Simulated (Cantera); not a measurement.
A perfectly stirred reactor is fed with 5.56 % C3H8, 19.9 % O2, 74.6 % N2, equivalence ratio 1.4, at 0.270 bar; it is adiabatic with a 725 K inlet, and is followed from long to short residence time, starting on the burning branch (τ in s: 0.045, 0.026, 0.014, 0.0081, 0.0046, 0.0026, 0.0015, 0.00083, 0.00047, 0.00026, 0.00015, 8.4e-05, 4.7e-05).

Detailed kinetics in Cantera: GRI-Mech 3.0 (53 species, 325 reactions). GRI-Mech 3.0 was tuned for natural gas; its chemistry of propane as a main component is partial and can be far from experiment.

Task: Predict: blow-out, bracketed by the residence times tried; x(C3H8) at τ = 45.0 ms; x(O2) at τ = 45.0 ms; x(NO2) at τ = 45.0 ms; x(H2O2) at τ = 45.0 ms; x(C2H2) at τ = 45.0 ms; x(C3H8) at τ = 1.50 ms; x(O2) at τ = 1.50 ms; x(NO2) at τ = 1.50 ms; x(H2O2) at τ = 1.50 ms; x(C2H2) at τ = 1.50 ms.

Result: 
```
Item                                                                           Result
------------------------------------------------  -----------------------------------
blow-out, bracketed by the residence times tried  burning at 0.150 ms, out at 84.0 µs
x(C3H8) at τ = 45.0 ms                                                        5.83e-7
x(O2) at τ = 45.0 ms                                                         0.000757
x(NO2) at τ = 45.0 ms                                                         9.42e-9
x(H2O2) at τ = 45.0 ms                                                        1.08e-8
x(C2H2) at τ = 45.0 ms                                                        1.07e-5
x(C3H8) at τ = 1.50 ms                                                        1.47e-5
x(O2) at τ = 1.50 ms                                                          0.00319
x(NO2) at τ = 1.50 ms                                                         6.03e-9
x(H2O2) at τ = 1.50 ms                                                        2.36e-8
x(C2H2) at τ = 1.50 ms                                                       0.000152
```
